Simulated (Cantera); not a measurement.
Feed: 1 mol Si3N4, 0.43 mol CO2, 6.7 mol N2, 1.6 mol H2O, equilibrated at 0.133 bar.

Equilibrium computed with Cantera from the NASA thermochemical tables; the gas is ideal and each condensed phase is pure. Candidate condensed phases: C, C6H6, C7H8, C8H18, H2O, Si, SiC, SiO2, Si2N2O, Si3N4; 151 gas species. Mutual solubility and eutectic melting of coexisting phases are not modelled. The tables' values for SiN are old estimates; treat these amounts as uncertain. The tables hold silica as quartz up to 1696 K and as liquid above; real silica turns to tridymite and cristobalite and melts near 1996 K. Gases not in the tables: Si2H6 and higher silanes. Kinetics and transport are ignored.

x: gas mole fraction; n: condensed amount in mol.

```
T (°C)   x N2   x H2     x SiO      x CO       x H  n C(graphite)  n SiO2(β-quartz)  n Si2N2O(s)  n SiO2(condensed)  n Si(l)
------  -----  -----  --------  --------  --------  -------------  ----------------  -----------  -----------------  -------
652     0.825  0.174    <1e-12  0.000240  2.97e-10          0.419             0.638         1.18                  0        0
752     0.823  0.175    <1e-12   0.00229   4.99e-9          0.406             0.626         1.19                  0        0
852     0.812  0.174  4.80e-11    0.0145   5.07e-8          0.295             0.551         1.22                  0        0
952     0.784  0.170   4.06e-9    0.0457   3.52e-7              0             0.353         1.32                  0        0
1052    0.784  0.170   1.72e-7    0.0457   1.85e-6              0             0.353         1.32                  0        0
1152    0.784  0.170   4.26e-6    0.0457   7.70e-6              0             0.353         1.32                  0        0
1252    0.784  0.170   6.85e-5    0.0457   2.67e-5              0             0.353         1.32                  0        0
1352    0.784  0.170  0.000775    0.0456   7.96e-5              0             0.350         1.32                  0        0
1452    0.779  0.168   0.00656    0.0453  0.000209              0                 0         1.30              0.332        0
1552    0.753  0.160    0.0437    0.0430  0.000482              0                 0          ___              0.207        0
1652    0.714  0.147    0.0979    0.0397   0.00100              0                 0          ___                  0        0
1752    0.691  0.131     0.140    0.0353   0.00191              0                 0          ___                  0    0.627
1852    0.679  0.123     0.159    0.0333   0.00349              0                 0          ___                  0    0.944
```

Question: Complete the blanks.

Answer: 
- 1552, n Si2N2O(s): 1.18
- 1652, n Si2N2O(s): 0.970
- 1752, n Si2N2O(s): 0.333
- 1852, n Si2N2O(s): 0
